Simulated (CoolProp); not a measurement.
Octamethyltrisiloxane (MDM) at 298.15 K and 0.957 MPa is throttled through a valve to 0.436 MPa with no heat exchange. Each further row changes one setting.

Model: reference Helmholtz-energy equation of state, Thol 2017, in CoolProp.

```json
[
 {"case": "as stated", "temperature change (K)": "+0.2", "final density (kg/m³)": "816"},
 {"case": "outlet pressure 0.131 MPa", "temperature change (K)": "+0.4", "final density (kg/m³)": "815"},
 {"case": "outlet pressure 0.567 MPa", "temperature change (K)": "+0.2", "final density (kg/m³)": "816"}
]
```
